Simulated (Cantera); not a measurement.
## Equilibrium for silicon oxide and oxynitride deposition: SiH4 + CO2 + N2

Feed: 1 mol SiH4, 17 mol CO2, 1.1 mol N2, at 750 Torr.

These are equilibrium values from Cantera (NASA tables, ideal gas, pure condensed phases), not measurements of a reactor. Candidate condensed phases: C, C6H6, C7H8, C8H18, H2O, Si, SiC, SiO2, Si2N2O, Si3N4; 151 gas species. The tables hold silica as quartz up to 1696 K and as liquid above; real silica turns to tridymite and cristobalite and melts near 1996 K. Gases not in the tables: Si(OH)4. Kinetics and transport are ignored.

```tsv
T (K)	log p CO2	log p CO	log p H2O	log p N2	log p H2	n C(graphite)	n SiO2(α-quartz)	n SiO2(β-quartz)
773	-0.11	-1.25	-1.13	-1.24	-1.56	1.14	1.00	0
873	-0.16	-0.80	-1.21	-1.26	-1.42	0	0	1.00
973	-0.17	-0.77	-1.15	-1.26	-1.54	0	0	1.00
1073	-0.17	-0.75	-1.11	-1.26	-1.65	0	0	1.00
1173	-0.18	-0.74	-1.09	-1.26	-1.75	0	0	1.00
1273	-0.18	-0.73	-1.07	-1.26	-1.84	0	0	1.00
1373	-0.18	-0.73	-1.06	-1.26	-1.92	0	0	1.00
1473	-0.18	-0.72	-1.05	-1.26	-1.99	0	0	1.00
1573	-0.18	-0.72	-1.04	-1.26	-2.04	0	0	1.00
1673	-0.18	-0.72	-1.04	-1.26	-2.09	0	0	1.00
```
log p: log10 of the partial pressure in bar; n: condensed amount in mol.

At 773 K the condensed part is C(graphite) + SiO2(α-quartz). From 873 K to 1673 K the condensed part is SiO2(β-quartz).
